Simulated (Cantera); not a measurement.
Charge: 1 mol TiO₂, 2.3 mol Al₂O₃, 0.6 mol O₂, held at 702 °C and 100 Torr.

Equilibrium computed with Cantera from the NASA thermochemical tables; the gas is ideal and each condensed phase is pure. Candidate condensed phases: Al, Al₂O₃, Ti, TiO, TiO₂, Ti₂O₃, Ti₃O₅, Ti₄O₇; 12 gas species. Condensed phases not in the tables: mixed aluminates and titanates, alloys, solid solutions and most ternary compounds. Equilibrium is a limit: real reactors are often held back by kinetics, nucleation or transport.

### Question
What is the equilibrium state?

### Answer
```
Property                                  Value
-----------------------------------  ----------
x(O₂)                                      1.00
n(Al₂O₃(s))                            2.30 mol
n(TiO₂(rutile))                        1.00 mol
gas amount                           0.6000 mol
log10 activity of Ti₄O₇(s) (absent)      -14.26
log10 activity of Ti₃O₅(s) (absent)      -14.53
log10 activity of Ti₂O₃(s) (absent)      -14.87
```
